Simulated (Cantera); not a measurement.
An isothermal, constant-pressure homogeneous reactor starts with CH4 : H2O : H2 = 1 : 1.9 : 0.8 (molar parts), at 1925 K and 10.0 bar.

Model: GRI-Mech 3.0 (53 species, 325 reactions), integrated in Cantera.

x: mole fraction; the columns are a selection and need not sum to one.

```tsv
t (s)	x CH4	x H2O	x H2	x C2H	x CO2
2.00e-6	0.267	0.513	0.218	3.54e-11	3.68e-10
1.00e-5	0.253	0.509	0.228	[?]	3.24e-7
5.02e-5	0.203	0.488	0.279	[?]	1.92e-5
0.000252	0.109	0.441	0.383	[?]	0.000375
0.00126	0.0441	0.381	0.474	[?]	0.00339
0.00632	0.0282	0.286	0.556	[?]	0.00906
0.0317	0.0134	0.186	0.639	[?]	0.00966
0.159	0.000932	0.151	0.673	1.91e-10	0.00864
0.795	2.55e-6	0.149	0.675	<1e-12	0.00858
3.98	2.54e-6	0.149	0.675	<1e-12	0.00858
20.0	2.54e-6	0.149	0.675	<1e-12	0.00858
100	2.54e-6	0.149	0.675	<1e-12	0.00858
```

### Question
What belongs in the gaps?

### Answer

- 1.00e-5, x C2H: 6.99e-9
- 5.02e-5, x C2H: 1.22e-7
- 0.000252, x C2H: 3.61e-7
- 0.00126, x C2H: 4.35e-7
- 0.00632, x C2H: 2.39e-7
- 0.0317, x C2H: 4.32e-8
